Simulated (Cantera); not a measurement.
An adiabatic, constant-volume homogeneous reactor starts with CH3OH : O2 : N2 = 1 : 3.49 : 10.1 (molar parts), equivalence ratio 0.43, at 1023 K and 7.30 atm.

Detailed kinetics in Cantera: GRI-Mech 3.0 (53 species, 325 reactions). GRI-Mech 3.0 was tuned for natural gas; its chemistry of methanol as a main component is partial and can be far from experiment.

Problem. Predict: time of steepest temperature rise; temperature at 5.00 s; equilibrium temperature; x(O2) at 5.00 s; x(CO2) at 5.00 s; x(OH) at 5.00 s.

Solution. 
```
Property                                                            Result
---------------------------------  ---------------------------------------
time of steepest temperature rise                                  68.4 ms
temperature at 5.00 s                                               2409 K
equilibrium temperature                                             2409 K
x(O2) at 5.00 s                        0.124 (gas-phase equilibrium 0.124)
x(CO2) at 5.00 s                     0.0651 (gas-phase equilibrium 0.0651)
x(OH) at 5.00 s                    0.00521 (gas-phase equilibrium 0.00521)
```
